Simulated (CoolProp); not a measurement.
Vapour pressure (MPa) of chlorine: the reference equation beside estimates from Tc = 416.9 K, pc = 7.642 MPa, ω = 0.070.

Computed with CoolProp (reference Helmholtz-energy equation of state, Thol 2021).

```
T (K)  reference  Lee-Kesler  van der Waals  Soave-Redlich-Kwong  Peng-Robinson
-----  ---------  ----------  -------------  -------------------  -------------
192     0.007028    0.007749         0.1192             0.007583       0.008413
196.6   0.009722     0.01060         0.1414              0.01041        0.01144
201.1    0.01314     0.01418         0.1660              0.01397        0.01522
205.6    0.01749     0.01871         0.1935              0.01848        0.01998
210.2    0.02311     0.02452         0.2248              0.02426        0.02604
214.7    0.02994     0.03155         0.2589              0.03127        0.03334
219.2    0.03833     0.04015         0.2964              0.03984        0.04222
223.8    0.04878     0.05080         0.3386              0.05047        0.05316
228.3    0.06110     0.06333         0.3839              0.06296        0.06596
232.8    0.07578     0.07821         0.4331              0.07780        0.08111
237.3    0.09313     0.09574         0.4867              0.09529        0.09888
241.9     0.1140      0.1167         0.5459               0.1162         0.1201
246.4     0.1377      0.1406         0.6086               0.1401         0.1441
250.9     0.1652      0.1682         0.6759               0.1675         0.1718
```

Absolute difference from the reference over all 14 rows, mean and median: Lee-Kesler 5.0 and 4.4 %, van der Waals 748.4 and 633.7 %, Soave-Redlich-Kwong 4.1 and 3.7 %, Peng-Robinson 10.4 and 9.6 %.
